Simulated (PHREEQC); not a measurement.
A solution holds 0.0036 mol/kgw NH4Cl and 5.2e-05 mol/kgw Na2HPO4, at 25 °C. Closed to the air; pH follows from the charge balance.

The numbers come from PHREEQC with the ion-association model, phreeqc.dat.

Precipitation was switched off in this run.

Problem. Estimate the pH.

Solution. pH 7.13.

Problem. In which forms is P present?

Solution. HPO4-2 50 %, H2PO4- 50 % of the P.
